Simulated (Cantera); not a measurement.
Cantera run:

```python
import numpy as np
import cantera as ct

gas_names = [...]  # 110 gases of nasa_gas.yaml made of C, H, O
cond_names = """
    C(gr) C6H6(L) C7H8(L) C8H18(L),n-octa H2O(s) H2O(L)
""".split()


# ... load() reads the species with a 1 bar reference pressure and builds the phases ...
atoms = {
    'C2H5OH': {'C': 2, 'H': 6, 'O': 1},
    'H2': {'H': 2},
}
top_T = {'C(gr)': 4500}  # K; cautious upper limits of use, not melting points


# ... equilibrate(T, P, feed) seeds the gas with the atoms and calls Mixture.equilibrate('TP', solver="vcs", rtol=1e-11, max_steps=5000) ...
results = []
feed = {'C2H5OH': 1, 'H2': 1.4}  # mol
T = 2750  # K
P = 100000  # Pa
mix = equilibrate(T, P, feed)
results.append((T, P, feed, dict(zip(mix.species_names, mix.species_moles))))
print(gas.report(threshold=1e-06))
for i in range(1, mix.n_phases):
    print(f"{mix.phase(i).name:16s} {mix.phase_moles(i):12.5e} mol")
```

Result:

```
       temperature   2750 K
          pressure   1e+05 Pa
           density   0.031267 kg/m^3
  mean mol. weight   7.1491 kg/kmol
   phase of matter   gas

                          1 kg             1 kmol
                     ---------------   ---------------
          enthalpy        1.1025e+07        7.8817e+07  J
   internal energy        7.8264e+06        5.5952e+07  J
           entropy             30751        2.1984e+05  J/K
    Gibbs function       -7.3541e+07       -5.2576e+08  J
 heat capacity c_p            5130.8             36681  J/K
 heat capacity c_v            3967.8             28367  J/K

                      mass frac. Y      mole frac. X     chem. pot. / RT
                     ---------------   ---------------   ---------------
                 C        6.3433e-06        3.7756e-06            -3.488
                CH        4.1652e-06        2.2872e-06           -13.909
               CH2        2.6556e-05        1.3535e-05           -24.331
               CH3        0.00016183        7.6948e-05           -34.752
               CH4        0.00012833        5.7187e-05           -45.174
                CO           0.70418           0.17973           -35.384
                C2        5.4813e-06        1.6313e-06           -6.9761
               C2H        0.00067208        0.00019196           -17.398
    C2H2,acetylene           0.07583           0.02082           -27.819
   C2H2,vinylidene        0.00012709        3.4895e-05           -27.819
        C2H3,vinyl        1.6354e-05        4.3228e-06            -38.24
              C2H4        1.9674e-05        5.0135e-06           -48.662
                C3        8.5037e-05        1.6872e-05           -10.464
    C3H3,propargyl        3.0107e-05        5.5108e-06           -41.728
              C4H2          0.001706        0.00024364           -34.795
              C6H2        3.1185e-05        3.0094e-06           -41.771
                 H         0.0082967          0.058844           -10.421
               HCO        4.3946e-06        1.0827e-06           -45.806
                H2           0.20866           0.73994           -20.843
               H2O        4.6579e-06        1.8485e-06           -52.739
     [  +90 minor]        7.7419e-06        1.3366e-06

C(gr)             7.58917e-01 mol
```

Cantera equilibrium calculation (NASA polynomials, part measured and part estimated; ideal gas, pure solids and liquids).
